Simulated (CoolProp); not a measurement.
Aqueous methanol as a coolant, at 38 °C, 1 atm.

Computed with CoolProp (Melinder's fits for secondary coolants).

```
mass %  freezing point (°C)  density (kg/m³)  viscosity (mPa s)  Prandtl number  conductivity (W/(m K))
------  -------------------  ---------------  -----------------  --------------  ----------------------
1.4                    -0.8            990.4              0.701            4.74                   0.617
6.5                    -4.0            981.6              0.782            5.59                   0.584
11.5                   -7.7            973.4                  ?            6.49                   0.553
16.5                  -11.9                ?              0.939            7.42                   0.523
21.6                  -16.6                ?               1.01            8.36                   0.493
26.6                      ?            948.0               1.06            9.25                   0.465
31.7                  -27.7                ?               1.10            10.0                   0.437
36.7                  -34.1            929.8               1.12            10.7                   0.411
41.7                  -41.2            920.3               1.12            11.1                   0.387
46.8                  -49.1            910.2               1.11               ?                       ?
```

What belongs in the gaps?


- 11.5, viscosity (mPa s): 0.863
- 16.5, density (kg/m³): 965.1
- 21.6, density (kg/m³): 956.6
- 26.6, freezing point (°C): -21.8
- 31.7, density (kg/m³): 939.0
- 46.8, Prandtl number: 11.4
- 46.8, conductivity (W/(m K)): 0.365
